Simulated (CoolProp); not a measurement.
Nitrogen at 298.15 K and 0.247 MPa flows at 0.15 m/s in a round tube of 12.7 mm bore and 45 µm roughness, fully developed (64/Re and Nu = 3.66 if laminar; Colebrook and Gnielinski if turbulent). Each further row changes one setting.

Model: reference Helmholtz-energy equation of state, Span 2000, in CoolProp.

| case | Reynolds number | Darcy friction factor | pressure drop (Pa/m) | heat-transfer coefficient (W/(m² K)) | mass flow (kg/h) |
|---|---|---|---|---|---|
| as stated | 298 | 0.214 | 0.530 | 7.46 | 0.191 |
| velocity 0.3 m/s | 597 | 0.107 | 1.06 | 7.46 | 0.382 |
| diameter 25.4 mm | 597 | 0.107 | 0.133 | 3.73 | 0.764 |

Viscosity comes from a separate model (Lemmon 2004). Thermal conductivity comes from a separate model (Lemmon 2004).
